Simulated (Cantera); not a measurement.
An isothermal, constant-pressure homogeneous reactor starts with CH4 : H2 : CO2 = 0.018 : 1 : 0.0094 (molar parts), at 1600 K and 100.0 Torr. Integrator tolerance rtol = 1e-08.

Model: GRI-Mech 3.0 (53 species, 325 reactions), integrated in Cantera. GRI-Mech 3.0 stops at C3 and has no aromatics, soot or wall deposition, so with more carbon than oxygen in the feed, carbon stays in small species such as C2H2 where larger ones or solid carbon would form.

**Question.** What does this change do: H2 1 to 9.7 parts?

**Answer.** 
```
quantity                                             before                                      after
-----------------  ----------------------------------------  -----------------------------------------
x(CH4) at 20.0 s    0.00410 (gas-phase equilibrium 0.00216)   0.00127 (gas-phase equilibrium 0.000535)
x(H2) at 20.0 s         0.971 (gas-phase equilibrium 0.977)        0.996 (gas-phase equilibrium 0.997)
x(CO2) at 20.0 s    2.76e-5 (gas-phase equilibrium 1.16e-9)   3.11e-7 (gas-phase equilibrium 5.71e-11)
x(C2H4) at 20.0 s   8.83e-5 (gas-phase equilibrium 4.26e-5)    4.15e-6 (gas-phase equilibrium 2.50e-6)
x(HO2) at 20.0 s      <1e-12 (gas-phase equilibrium <1e-12)      <1e-12 (gas-phase equilibrium <1e-12)
x(CH2O) at 20.0 s  1.00e-9 (gas-phase equilibrium 9.99e-10)  7.13e-11 (gas-phase equilibrium 1.10e-10)
```

**Question.** What does this change do: pressure from 100.0 Torr to 10.00 Torr?

**Answer.** 
| quantity | before | after |
|---|---|---|
| x(CH4) at 20.0 s | 0.00410 (gas-phase equilibrium 0.00216) | 0.00475 (gas-phase equilibrium 0.000250) |
| x(H2) at 20.0 s | 0.971 (gas-phase equilibrium 0.977) | 0.971 (gas-phase equilibrium 0.978) |
| x(CO2) at 20.0 s | 2.76e-5 (gas-phase equilibrium 1.16e-9) | 2.78e-5 (gas-phase equilibrium 1.00e-10) |
| x(C2H4) at 20.0 s | 8.83e-5 (gas-phase equilibrium 4.26e-5) | 1.02e-5 (gas-phase equilibrium 5.68e-6) |
| x(HO2) at 20.0 s | <1e-12 (gas-phase equilibrium <1e-12) | <1e-12 (gas-phase equilibrium <1e-12) |
| x(CH2O) at 20.0 s | 1.00e-9 (gas-phase equilibrium 9.99e-10) | 1.72e-9 (gas-phase equilibrium 9.97e-11) |
Radical loss at walls, strong at low pressure, is not modelled.

**Question.** What does this change do: temperature 1600 to 2950 K?

**Answer.** 
```json
[
 {"quantity": "x(CH4) at 20.0 s", "before": "0.00410 (gas-phase equilibrium 0.00216)", "after": "1.46e-6 (gas-phase equilibrium 1.47e-6)"},
 {"quantity": "x(H2) at 20.0 s", "before": "0.971 (gas-phase equilibrium 0.977)", "after": "0.675 (gas-phase equilibrium 0.675)"},
 {"quantity": "x(CO2) at 20.0 s", "before": "2.76e-5 (gas-phase equilibrium 1.16e-9)", "after": "1.32e-10 (gas-phase equilibrium 1.33e-10)"},
 {"quantity": "x(C2H4) at 20.0 s", "before": "8.83e-5 (gas-phase equilibrium 4.26e-5)", "after": "5.37e-8 (gas-phase equilibrium 5.37e-8)"},
 {"quantity": "x(HO2) at 20.0 s", "before": "<1e-12 (gas-phase equilibrium <1e-12)", "after": "<1e-12 (gas-phase equilibrium <1e-12)"},
 {"quantity": "x(CH2O) at 20.0 s", "before": "1.00e-9 (gas-phase equilibrium 9.99e-10)", "after": "5.49e-10 (gas-phase equilibrium 5.49e-10)"}
]
```
